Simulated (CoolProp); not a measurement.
Aqueous potassium acetate as a coolant, at 10 °C, 1 atm.

Computed with CoolProp (Melinder's fits for secondary coolants).

```
mass %  freezing point (°C)  conductivity (W/(m K))  Prandtl number  viscosity (mPa s)  density (kg/m³)
------  -------------------  ----------------------  --------------  -----------------  ---------------
5.8                    -2.4                   0.563            10.5               1.50             1033
10.6                   -4.9                   0.547            11.7               1.68             1056
15.5                   -7.8                   0.532            13.0               1.91             1081
20.3                  -11.5                   0.516            14.7               2.18             1106
25.1                  -16.3                   0.502            16.9               2.53             1134
29.9                  -22.9                   0.488            19.7               2.99             1161
34.8                  -31.5                   0.474            23.7               3.65             1190
39.6                  -41.3                   0.460            28.9               4.51             1217
```
